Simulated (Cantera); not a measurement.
Mixture: CO : H2 : O2 : N2 = 1 : 0.053 : 0.277 : 1.04 (molar parts), equivalence ratio 1.9, at 540 Torr, adiabatic and at constant volume. Ignition delay is the time to a rise of 400 K.

Detailed kinetics in Cantera: GRI-Mech 3.0 (53 species, 325 reactions). Below about 950 K walls govern HO2 and H2O2 in real vessels.

Q: What does this change do: O2 0.277 to 0.2 parts?

A: 
| quantity | before | after |
|---|---|---|
| delay at 898 K | 14.5 ms | 14.9 ms |
| delay at 998 K | 0.763 ms | 0.880 ms |
| delay at 1098 K | 0.293 ms | 0.342 ms |
| delay at 1198 K | 0.172 ms | 0.202 ms |
| delay at 1298 K | 0.122 ms | 0.144 ms |
| delay at 1398 K | 97.7 µs | 0.116 ms |
Where the delays flatten at high temperature, the 400 K rule measures the pace of heat release, not the induction time.
